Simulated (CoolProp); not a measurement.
A simple Rankine cycle with trans-2-butene: condensing at 333.15 K, boiler at 2.35 MPa, turbine inlet 524 K, turbine efficiency 0.7, pump efficiency 0.7, no recuperator. Each further row changes one setting.

Model: reference Helmholtz-energy equation of state, Lemmon 2005, in CoolProp. It is a short technical equation, of lower accuracy than the large ones.

| case | thermal efficiency (%) | net work (kJ/kg) | heat in (kJ/kg) | turbine exit temperature (K) | volume ratio over the turbine |
|---|---|---|---|---|---|
| as stated | 8.3 | 59.5 | 719 | 487.0 | 3.79 |
| condensing temperature 325.15 K | 9.3 | 68.9 | 739 | 482.0 | 4.62 |
| boiler pressure 1.65 MPa | 6.3 | 45.8 | 730 | 497.9 | 2.63 |
| turbine efficiency 0.6 | 7.0 | 50.4 | 719 | 491.0 | 3.82 |
